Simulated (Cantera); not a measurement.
Input (Python, Cantera):

```python
import numpy as np
import cantera as ct

gas = ct.Solution("gri30.yaml")
gas.TPX = 425, 310000, {'CO': 1, 'H2': 0.068, 'CH4': 0.069, 'O2': 0.56, 'N2': 1.6}
inlet = ct.Reservoir(gas, clone=True)
gas.equilibrate("HP")  # start burning
reactor = ct.IdealGasConstPressureReactor(gas, energy="on", clone=False)
exhaust = ct.Reservoir(gas, clone=True)
tau = [0.041, 0.018, 0.0082, 0.0037, 0.0017, 0.00074, 0.00033, 0.00015, 6.7e-05, 3e-05, 1.3e-05][0]
for a, b in ((inlet, reactor), (reactor, exhaust)):
    ct.MassFlowController(a, b, mdot=lambda t: reactor.mass / tau)
net = ct.ReactorNet([reactor])
show = ['CO', 'H2', 'CH4', 'CH2', 'C2H', 'HCN', 'NO']

rows = []
print(f"{'tau/s':>10s}{'T/K':>9s}" + "".join(f"{s:>11s}" for s in show))
for tau in [0.041, 0.018, 0.0082, 0.0037, 0.0017, 0.00074, 0.00033, 0.00015, 6.7e-05, 3e-05, 1.3e-05]:
    net.initial_time = 0.0
    net.advance(30 * tau)
    before = gas.X
    net.advance(40 * tau)
    drift = np.max(np.abs(gas.X - before) / (gas.X + 1e-9))
    rows.append([gas.T, *gas[show].X, drift])
    print(f"{tau:10.3e}{gas.T:9.1f}" + "".join(f"{x:11.3e}" for x in gas[show].X))
```

Output:

```
     tau/s      T/K         CO         H2        CH4        CH2        C2H        HCN         NO
 4.100e-02   2612.5  1.018e-01  3.745e-03  2.364e-07  1.205e-08  2.682e-13  3.264e-08  4.806e-03
 1.800e-02   2606.4  1.026e-01  3.782e-03  5.229e-07  2.640e-08  6.346e-13  6.328e-08  4.513e-03
 8.200e-03   2593.9  1.041e-01  3.858e-03  1.085e-06  5.364e-08  1.443e-12  1.061e-07  3.991e-03
 3.700e-03   2567.6  1.072e-01  4.018e-03  2.173e-06  1.024e-07  3.114e-12  1.448e-07  3.155e-03
 1.700e-03   2519.2  1.128e-01  4.320e-03  4.056e-06  1.731e-07  5.640e-12  1.471e-07  2.119e-03
 7.400e-04   2434.0  1.219e-01  4.862e-03  7.572e-06  2.656e-07  8.498e-12  1.097e-07  1.091e-03
 3.300e-04   2320.9  1.329e-01  5.582e-03  1.394e-05  3.641e-07  1.110e-11  7.357e-08  4.770e-04
 1.500e-04   2190.0  1.443e-01  6.365e-03  2.651e-05  4.696e-07  1.440e-11  5.618e-08  2.186e-04
 6.700e-05   2038.9  1.566e-01  7.091e-03  5.581e-05  5.938e-07  2.000e-11  5.113e-08  1.193e-04
 3.000e-05   1863.5  1.729e-01  7.509e-03  1.397e-04  7.658e-07  2.896e-11  5.141e-08  6.644e-05
 1.300e-05    425.0  3.033e-01  2.062e-02  2.093e-02 -1.008e-33  1.824e-48  8.806e-22  4.288e-20
```

Detailed kinetics in Cantera: GRI-Mech 3.0 (53 species, 325 reactions).
